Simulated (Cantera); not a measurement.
Input (Python, Cantera):

```python
import numpy as np
import cantera as ct

gas = ct.Solution("gri30.yaml")
gas.TPX = 1875, 1333, {'CH4': 1, 'H2': 54, 'H2O': 0.083}
reactor = ct.IdealGasConstPressureReactor(gas, energy="off", clone=False)
net = ct.ReactorNet([reactor])
net.rtol, net.atol = 1e-08, 1e-18
show = ['CH4', 'H2', 'H', 'C2H6', 'CH3', 'C2H4']
times = np.geomspace(5e-06, 10, 14)

steps = ct.SolutionArray(gas, extra=["t"])
rows = []
print(f"{'t/s':>10s}{'T/K':>9s}{'P/Pa':>11s}" + "".join(f"{s:>11s}" for s in show))
for t in times:
    while net.time < t:
        t_next = net.step()
        steps.append(gas.state, t=t_next)
    rows.append([np.interp(t, steps.t, y) for y in (steps.T, steps.P, *steps(*show).X.T)])
    print(f"{t:10.3e}{rows[-1][0]:9.1f}{rows[-1][1]:11.4g}" + "".join(f"{x:11.3e}" for x in rows[-1][2:]))
rate = np.gradient(steps.T, steps.t)
print("integrator steps:", len(steps.t))
if steps.T.max() > steps.T[0] + 200:
    print(f"time of steepest temperature rise: {steps.t[rate.argmax()]:.4e} s")
gas.TPX = 1875, 1333, {'CH4': 1, 'H2': 54, 'H2O': 0.083}
gas.equilibrate("TP")
print(f"equilibrium (TP): T = {gas.T:.1f} K  " + "  ".join(f"{s} {gas[s].X[0]:.3e}" for s in show))
```

Output:

```
       t/s      T/K       P/Pa        CH4         H2          H       C2H6        CH3       C2H4
 5.000e-06   1875.0       1333  1.815e-02  9.803e-01  2.862e-07  7.203e-16  2.598e-07  1.219e-15
 1.526e-05   1875.0       1333  1.815e-02  9.803e-01  9.351e-07  2.326e-14  7.316e-07  4.540e-14
 4.660e-05   1875.0       1333  1.815e-02  9.803e-01  3.200e-06  6.906e-13  1.888e-06  1.916e-12
 1.423e-04   1875.0       1333  1.815e-02  9.803e-01  1.074e-05  1.512e-11  4.795e-06  5.572e-11
 4.343e-04   1875.0       1333  1.814e-02  9.803e-01  3.399e-05  2.644e-10  1.340e-05  1.445e-09
 1.326e-03   1875.0       1333  1.811e-02  9.802e-01  1.050e-04  3.493e-09  3.961e-05  3.813e-08
 4.047e-03   1875.0       1333  1.803e-02  9.800e-01  3.211e-04  3.402e-08  1.189e-04  9.043e-07
 1.235e-02   1875.0       1333  1.773e-02  9.794e-01  9.712e-04  2.441e-07  3.520e-04  1.185e-05
 3.772e-02   1875.0       1333  1.605e-02  9.784e-01  2.574e-03  8.601e-07  8.428e-04  3.776e-05
 1.151e-01   1875.0       1333  9.726e-03  9.804e-01  3.870e-03  5.213e-07  7.666e-04  2.244e-05
 3.515e-01   1875.0       1333  3.490e-03  9.831e-01  4.569e-03  8.073e-08  3.243e-04  4.816e-06
 1.073e+00   1875.0       1333  9.694e-04  9.840e-01  5.220e-03  7.183e-09  1.029e-04  1.886e-06
 3.276e+00   1875.0       1333  3.508e-04  9.841e-01  5.554e-03  1.007e-09  3.961e-05  1.617e-06
 1.000e+01   1875.0       1333  1.994e-04  9.844e-01  5.634e-03  3.331e-10  2.283e-05  1.542e-06
integrator steps: 1023
equilibrium (TP): T = 1875.0 K  CH4 3.970e-05  H2 9.847e-01  H 5.675e-03  C2H6 1.752e-11  CH3 4.576e-06  C2H4 1.504e-06
```

Cantera simulation using GRI-Mech 3.0 (53 species, 325 reactions); the numbers are that mechanism's predictions, not measurements. GRI-Mech 3.0 stops at C3 and has no aromatics, soot or wall deposition, so with more carbon than oxygen in the feed, carbon stays in small species such as C2H2 where larger ones or solid carbon would form. Radical loss at walls, strong at low pressure, is not modelled.
